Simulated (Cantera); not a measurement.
What does this Cantera script print?

```python
import numpy as np
import cantera as ct

gas = ct.Solution("gri30.yaml")
gas.TPX = 600, 25000, {'CH4': 1, 'C2H6': 0.042, 'O2': 1.53, 'N2': 5.77}
flame = ct.FreeFlame(gas, width=0.11)
flame.set_refine_criteria(ratio=3, slope=0.08, curve=0.16)
flame.transport_model = "mixture-averaged"
flame.solve(loglevel=0, auto=True)
z, T = flame.grid, flame.T
thick = (T[-1] - T[0]) / np.gradient(T, z).max()
show = ['CH4', 'C2H6', 'O2', 'CH2O', 'H', 'NO']
print(f"laminar burning velocity  {flame.velocity[0] * 100:.3f} cm/s")
print(f"burnt temperature         {T[-1]:.1f} K")
print(f"thermal thickness         {thick * 1e3:.4f} mm")
print(f"grid points               {len(z)}")
z0 = z[flame.heat_release_rate.argmax()]
print(f"{'z/mm':>9s}{'T/K':>9s}{'u/(m/s)':>9s}" + "".join(f"{s:>11s}" for s in show))
rows = []
for k in (-3, -2, -1.5, -1, -0.5, -0.25, 0, 0.25, 0.5, 1, 2, 4, 8):
    zz = z0 + k * thick
    rows.append([k * thick, np.interp(zz, z, T), np.interp(zz, z, flame.velocity),
                 *(np.interp(zz, z, flame.X[gas.species_index(s)]) for s in show)])
    print(f"{rows[-1][0] * 1e3:9.3f}{rows[-1][1]:9.1f}{rows[-1][2]:9.3f}" + "".join(f"{x:11.3e}" for x in rows[-1][3:]))
```

It prints:

```
laminar burning velocity  109.733 cm/s
burnt temperature         2168.2 K
thermal thickness         1.4209 mm
grid points               148
     z/mm      T/K  u/(m/s)        CH4       C2H6         O2       CH2O          H         NO
   -4.263    600.2    1.100  1.195e-01  5.022e-03  1.829e-01  1.253e-07  2.977e-11  5.741e-10
   -2.842    603.5    1.112  1.185e-01  4.996e-03  1.817e-01  3.320e-06  1.215e-08  1.106e-08
   -2.131    617.1    1.145  1.167e-01  4.963e-03  1.798e-01  2.092e-05  2.673e-07  6.263e-08
   -1.421    702.9    1.322  1.091e-01  4.906e-03  1.721e-01  1.636e-04  7.819e-06  5.322e-07
   -0.710   1127.1    2.177  7.505e-02  4.522e-03  1.328e-01  9.393e-04  1.992e-04  4.275e-06
   -0.355   1505.2    2.960  4.150e-02  2.194e-03  8.900e-02  1.188e-03  1.147e-03  9.499e-06
    0.000   1839.0    3.666  1.233e-02  1.854e-04  4.280e-02  6.547e-04  4.203e-03  1.897e-05
    0.355   2008.4    4.021  1.910e-03  3.284e-06  1.572e-02  1.944e-04  8.049e-03  3.413e-05
    0.710   2061.4    4.123  2.288e-04  5.741e-08  5.475e-03  3.795e-05  1.046e-02  5.094e-05
    1.421   2081.6    4.151  3.997e-06  2.790e-11  1.174e-03  1.066e-06  1.173e-02  7.364e-05
    2.842   2089.9    4.160  1.093e-08  3.749e-16  6.524e-04  4.642e-09  1.150e-02  9.023e-05
    5.684   2099.3    4.175  1.413e-11  1.640e-20  5.554e-04  3.742e-10  1.066e-02  9.708e-05
   11.367   2113.4    4.198  1.574e-14  2.626e-24  4.346e-04  3.811e-10  9.318e-03  1.000e-04
```

Detailed kinetics in Cantera: GRI-Mech 3.0 (53 species, 325 reactions). Burning velocities carry a grid error of a few per cent, more on coarse grids.
